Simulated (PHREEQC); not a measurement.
A solution holds 0.059 mol (CH3)4NCl per kg of water, at 20 °C. Closed to the air; pH follows from the charge balance.

Computed with PHREEQC (ion-association model, phreeqc.dat).

```
quantity                  before   after
------------------------  ------  ------
pH                          7.07    5.51
ionic strength (mol/kgw)  0.0590  0.0827
```

Q: Which change was made?
(A) 0.012 mol/kgw Na2SO4 added
(B) 0.091 mol/kgw K3PO4 added
(C) (CH3)4NCl replaced by CdCl2 at the same molality
(D) temperature from 20 to 45 °C
(E) (CH3)4NCl replaced by BaCl2 at the same molality

A: C, (CH3)4NCl replaced by CdCl2 at the same molality

No solid was allowed to form. (CH3)4N+ isn't in the database: it is added as a free cation with an ion size of 4 Å.
